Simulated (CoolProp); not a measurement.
A single-stage vapour-compression cycle with C2F6 (R116): evaporating at 195.15 K (dew point), condensing at 265.15 K (bubble point), superheat 10 K, subcooling 5 K, compressor efficiency 0.8, no pressure losses. Each further row changes one setting.

Values from CoolProp's reference Helmholtz-energy equation of state, Lemmon 2006. It is a short technical equation, of lower accuracy than the large ones.

```
case                              cooling COP  pressure ratio  discharge temperature (K)  refrigerating effect (kJ/kg)  volumetric capacity (kJ/m³)
--------------------------------  -----------  --------------  -------------------------  ----------------------------  ---------------------------
as stated                                1.29            14.6                      284.0                          54.6                          468
evaporating temperature 200.15 K         1.50            11.2                      282.5                          57.3                          627
condensing temperature 260.15 K          1.51            12.7                      279.1                          60.6                          519
subcooling 10 K                          1.44            14.6                      284.0                          60.7                          520
superheat 20 K                           1.36            14.6                      294.1                          61.0                          495
compressor efficiency 0.7                1.13            14.6                      290.8                          54.6                          468
```
